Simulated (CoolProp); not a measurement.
Octamethyltrisiloxane (MDM) along the isotherm 575 K: density (kg/m³) from the reference equation and from simpler models built on Tc = 565.4 K, pc = 14.38 bar, ω = 0.528; each cubic takes its own stable root.

Model: reference Helmholtz-energy equation of state, Thol 2017, in CoolProp.

| p (bar) | phase | reference | ideal gas | van der Waals |
|---|---|---|---|---|
| 2.57 | gas | 13.50 | 12.72 | 13.43 |
| 5.13 | gas | 28.94 | 25.38 | 28.58 |
| 7.7 | gas | 47.44 | 38.10 | 46.40 |
| 10.3 | gas | 71.32 | 50.96 | … |
| 12.8 | gas | 104.4 | 63.33 | 99.31 |
| 15.4 | supercritical | 176.7 | 76.19 | 198.5 |
| 18 | supercritical | 355.1 | 89.06 | 272.2 |
| 20.5 | supercritical | 398.3 | 101.4 | 293.3 |
| 23.1 | supercritical | … | 114.3 | 307.8 |
| 25.7 | supercritical | 437.4 | 127.2 | 318.9 |
| 28.2 | supercritical | 449.2 | 139.5 | … |
| 30.8 | supercritical | 459.4 | 152.4 | 335.2 |
| 33.4 | supercritical | 468.0 | 165.2 | 341.9 |
| 35.9 | supercritical | 475.2 | 177.6 | 347.6 |

Question: What belongs in the gaps?

Answer: 
- 10.3, van der Waals: 68.84
- 23.1, reference: 421.5
- 28.2, van der Waals: 327.5
